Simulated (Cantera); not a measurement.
Input (Python, Cantera):

```python
import numpy as np
import cantera as ct

gas = ct.Solution("gri30.yaml")
gas.TPX = 1375, 2800000, {'CH4': 1, 'CO2': 1}
reactor = ct.IdealGasConstPressureReactor(gas, energy="off", clone=False)
net = ct.ReactorNet([reactor])
net.rtol, net.atol = 1e-08, 1e-18
show = ['CH4', 'CO2', 'H2', 'C2H6', 'C2H2']
times = np.geomspace(7e-06, 30, 12)

steps = ct.SolutionArray(gas, extra=["t"])
rows = []
print(f"{'t/s':>10s}{'T/K':>9s}{'P/Pa':>11s}" + "".join(f"{s:>11s}" for s in show))
for t in times:
    while net.time < t:
        t_next = net.step()
        steps.append(gas.state, t=t_next)
    rows.append([np.interp(t, steps.t, y) for y in (steps.T, steps.P, *steps(*show).X.T)])
    print(f"{t:10.3e}{rows[-1][0]:9.1f}{rows[-1][1]:11.4g}" + "".join(f"{x:11.3e}" for x in rows[-1][2:]))
rate = np.gradient(steps.T, steps.t)
print("integrator steps:", len(steps.t))
if steps.T.max() > steps.T[0] + 200:
    print(f"time of steepest temperature rise: {steps.t[rate.argmax()]:.4e} s")
gas.TPX = 1375, 2800000, {'CH4': 1, 'CO2': 1}
gas.equilibrate("TP")
print(f"equilibrium (TP): T = {gas.T:.1f} K  " + "  ".join(f"{s} {gas[s].X[0]:.3e}" for s in show))
```

It prints:

```
       t/s      T/K       P/Pa        CH4        CO2         H2       C2H6       C2H2
 7.000e-06   1375.0    2.8e+06  5.000e-01  5.000e-01  6.870e-07  8.604e-09  1.260e-15
 2.805e-05   1375.0    2.8e+06  5.000e-01  5.000e-01  2.783e-06  4.523e-07  5.076e-13
 1.124e-04   1375.0    2.8e+06  5.000e-01  5.000e-01  1.156e-05  7.556e-06  7.054e-11
 4.506e-04   1375.0    2.8e+06  4.999e-01  5.000e-01  4.761e-05  4.049e-05  2.457e-09
 1.806e-03   1375.0    2.8e+06  4.996e-01  5.000e-01  2.008e-04  1.653e-04  8.223e-08
 7.239e-03   1375.0    2.8e+06  4.984e-01  4.999e-01  9.558e-04  5.437e-04  4.263e-06
 2.901e-02   1375.0    2.8e+06  4.927e-01  4.987e-01  5.290e-03  9.234e-04  2.114e-04
 1.163e-01   1375.0    2.8e+06  4.691e-01  4.902e-01  2.388e-02  8.245e-04  3.559e-03
 4.660e-01   1375.0    2.8e+06  3.957e-01  4.427e-01  5.893e-02  1.290e-03  1.291e-02
 1.868e+00   1375.0    2.8e+06  2.690e-01  2.906e-01  5.636e-02  2.049e-03  2.975e-02
 7.485e+00   1375.0    2.8e+06  2.567e-01  2.444e-01  6.474e-02  2.025e-03  2.284e-02
 3.000e+01   1375.0    2.8e+06  2.631e-01  1.998e-01  9.045e-02  1.510e-03  8.730e-03
integrator steps: 1702
equilibrium (TP): T = 1375.0 K  CH4 3.384e-02  CO2 1.177e-02  H2 4.440e-01  C2H6 5.108e-06  C2H2 1.226e-06
```

Model: GRI-Mech 3.0 (53 species, 325 reactions), integrated in Cantera. The pressure lies above the range GRI-Mech 3.0 was tuned for (to about 10 atm).
